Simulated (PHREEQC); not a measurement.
Dissolve 0.0245 mol/kgw H2SeO3 and 0.0016 mol/kgw NaOH at 70 °C. Closed to the air; pH follows from the charge balance.

All values are PHREEQC results (ion-association model, wateq4f.dat), not measurements.

```
Property                    Value
----------------  ---------------
pH                           2.31
ionic strength    0.00697 mol/kgw
total alkalinity     -47.4 meq/kg
```

| species | molality | activity | log γ |
|---|---|---|---|
| H2SeO3 | 0.0175 | 0.0176 | 0.001 |
| HSeO3- | 0.00697 | 0.00633 | -0.042 |
| H+ | 0.00537 | 0.00493 | -0.037 |
| Na+ | 0.00160 | 0.00145 | -0.041 |
| SeO3-2 | 5.97e-9 | 4.06e-9 | -0.167 |

Precipitation was switched off in this run. Away from 25 °C the constants follow the database's enthalpies or fits; those with neither stay at their 25 °C values.
